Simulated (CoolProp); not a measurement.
The numbers come from the reference Helmholtz-energy equation of state, Bücker 2006 in CoolProp.

Task: For ethane, give the phase and the speed of sound (m/s), viscosity (µPa s) at -20.35 °C and 0.103 MPa.

Result: 
- -20.35 °C and 0.103 MPa: gas; speed of sound 289, viscosity 8.00

Viscosity comes from a separate model (Friend 1991).
